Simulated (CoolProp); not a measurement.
Vapour-liquid equilibrium of cyclohexane (1) + toluene (2) at 0.00818 MPa; x and y are mole fractions of (1).

Computed with CoolProp (multi-fluid Helmholtz-energy mixture model, Zhou 2014 and Lemmon 2006; pair parameters Bell 2016).

| x | bubble temperature (K) | y at the bubble point | dew temperature at overall composition x (K) | liquid density (mol/L) |
|---|---|---|---|---|
| 0.05 | 310.6 | 0.185 | 313.1 | 9.220 |
| 0.125 | 306.5 | 0.378 | 311.7 | 9.245 |
| 0.2 | 303.3 | 0.509 | 310.3 | 9.262 |
| 0.275 | 300.8 | 0.604 | 308.8 | 9.273 |
| 0.35 | 298.6 | 0.676 | 307.2 | 9.281 |
| 0.425 | 296.9 | 0.732 | 305.4 | 9.286 |
| 0.5 | 295.3 | 0.779 | 303.6 | 9.289 |
| 0.575 | 294.0 | 0.819 | 301.6 | 9.292 |
| 0.65 | 292.8 | 0.854 | 299.4 | 9.293 |
| 0.725 | 291.7 | 0.887 | 297.1 | 9.295 |
| 0.8 | 290.7 | 0.918 | 294.6 | 9.297 |
| 0.875 | 289.8 | 0.948 | 292.1 | 9.300 |
| 0.95 | 288.8 | 0.979 | 289.7 | 9.303 |

No azeotrope shows between x = 0.05 and 0.95.

The pair parameters rest on a limited set of measurements; away from them the model extrapolates.
